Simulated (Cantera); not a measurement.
Input: 1 mol FeS₂, 0.11 mol SO₃, 0.047 mol O₂, 1.5 mol H₂S, equilibrated at 0.110 bar.

Method: chemical equilibrium by Gibbs-energy minimisation in Cantera with the NASA 1993 tables (ideal gas, pure condensed phases). Candidate condensed phases: Fe, FeO, Fe(OH)₂, Fe(OH)₃, FeS, FeSO₄, FeS₂, Fe₂O₃, Fe₂(SO₄)₃, Fe₃O₄, H₂O, H₂SO₄, S; 22 gas species. FeS: taken at fixed stoichiometry. Gases not in the tables: S₃ to S₇. Equilibrium is a limit: real reactors are often held back by kinetics, nucleation or transport.

Problem. Which condensed phases are stable at each of these points (T (K)): 623, 723, 823, 923, 1023, 1123, 1223, 1323, 1423, 1523, 1623, 1723, 1823?

Solution. 
```
T (K)  condensed phases  Fe condensed (%)
-----  ----------------  ----------------
623             FeS₂(s)             100.0
723             FeS₂(s)             100.0
823             FeS₂(s)             100.0
923    FeS(s) + FeS₂(s)             100.0
1023             FeS(s)             100.0
1123             FeS(s)             100.0
1223             FeS(s)             100.0
1323             FeS(s)             100.0
1423             FeS(s)             100.0
1523             FeS(l)             100.0
1623             FeS(l)             100.0
1723             FeS(l)             100.0
1823             FeS(l)             100.0
```

From 623 K to 823 K the condensed part is FeS₂(s). At 923 K the condensed part is FeS(s) + FeS₂(s). From 1023 K to 1423 K the condensed part is FeS(s). From 1523 K to 1823 K the condensed part is FeS(l).
